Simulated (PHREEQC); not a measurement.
0.16 g of hydrous ferric oxide (600 m²/g; 0.2 weak and 0.005 strong sites per Fe, Dzombak-Morel constants, diffuse double layer) in 1 kg of water with 0.001 mol/kgw of an inert sodium salt and 0.00089 mmol/kgw Na2HAsO4, 0.019 mmol/kgw MnCl2 and 0.00083 mmol/kgw CuCl2, at 25 °C; the pH is set by adding NaOH or the inert anion's acid. No oxygen is let in. No CO2 enters from the air. Precipitation was switched off in this run.

The series has 17 steps of pH, from 3 to 11.

The numbers come from PHREEQC with the ion-association model, wateq4f.dat.

Task: Near which pH is half of the As sorbed, and on which side is more sorbed?

Result: Near pH 10.1, with more sorbed at lower pH.

Task: Near which pH is half of the Mn sorbed, and on which side is more sorbed?

Result: Near pH 7.3, with more sorbed at higher pH.

Task: Near which pH is half of the Cu sorbed, and on which side is more sorbed?

Result: Near pH 5.1, with more sorbed at higher pH.

The database has no arsenate complexes of Cu, Mn. The database's constant for dissolved Cu(OH)2 is higher than later reviews accept. The oxide is taken as insoluble; below pH 4 it would dissolve.
